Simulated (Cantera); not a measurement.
# Diamond growth

A diamond (100) surface in a fixed gas of H2 with x(CH4) = 0.0022, x(H) = 0.0067, x(CH3) = 2.5e-05, at 1350 K; coverages are run to steady state.

Detailed kinetics in Cantera: the Harris–Goodwin 1993 mechanism for the reconstructed diamond (100) surface.

| P (Pa) | growth (µm/h) | θ c6HH | θ c6H* | θ c6*H | θ c6** |
|---|---|---|---|---|---|
| 500 | 0.0141 | 0.359 | 0.0543 | 0.535 | 0.0516 |
| 770 | 0.0257 | 0.359 | 0.0543 | 0.535 | 0.0516 |
| 1200 | 0.0462 | 0.359 | 0.0543 | 0.535 | 0.0516 |
| 1800 | 0.0773 | 0.359 | 0.0543 | 0.535 | 0.0516 |
| 2800 | 0.134 | 0.359 | 0.0543 | 0.535 | 0.0516 |
| 4400 | 0.237 | 0.359 | 0.0543 | 0.535 | 0.0516 |
| 6800 | 0.414 | 0.359 | 0.0543 | 0.535 | 0.0516 |
| 10000 | 0.692 | 0.359 | 0.0544 | 0.535 | 0.0516 |
θ: site fractions in the mechanism's names (c6HH fully hydrogenated, c6H* and c6*H radical sites, c6** diradical, c6HM methylated).
